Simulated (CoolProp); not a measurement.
Vapour pressure (MPa) of n-dodecane: the reference equation beside estimates from Tc = 658.1 K, pc = 1.818 MPa, ω = 0.574.

Values from CoolProp's reference Helmholtz-energy equation of state, Lemmon 2004. It is a short technical equation, of lower accuracy than the large ones.

| T (K) | reference | Lee-Kesler | van der Waals | Redlich-Kwong |
|---|---|---|---|---|
| 376.2 | 0.002338 | 0.002291 | 0.1187 | 0.02197 |
| 400 | 0.006489 | [?] | 0.1701 | [?] |
| 423.8 | 0.01559 | 0.01544 | [?] | 0.07537 |
| 447.7 | 0.03339 | 0.03330 | 0.3144 | 0.1243 |
| 471.5 | 0.06480 | 0.06497 | 0.4098 | 0.1928 |
| 495.3 | 0.1162 | 0.1170 | 0.5221 | 0.2848 |
| 519.1 | 0.1955 | 0.1970 | [?] | 0.4040 |
| 543 | 0.3121 | 0.3146 | 0.8026 | 0.5546 |
| 566.8 | 0.4758 | 0.4790 | 0.9719 | 0.7388 |
| 590.6 | 0.6993 | 0.7029 | 1.162 | 0.9604 |
| 614.5 | 0.9988 | 1.003 | 1.374 | 1.224 |

**Question.** Fill in the missing entries.

**Answer.** 
- 400, Lee-Kesler: 0.006386
- 400, Redlich-Kwong: 0.04258
- 423.8, van der Waals: 0.2347
- 519.1, van der Waals: 0.6525

Absolute difference from the reference over all 11 rows, mean and median: Lee-Kesler 0.8 and 0.7 %, van der Waals 1020.5 and 349.3 %, Redlich-Kwong 244.9 and 145.1 %.
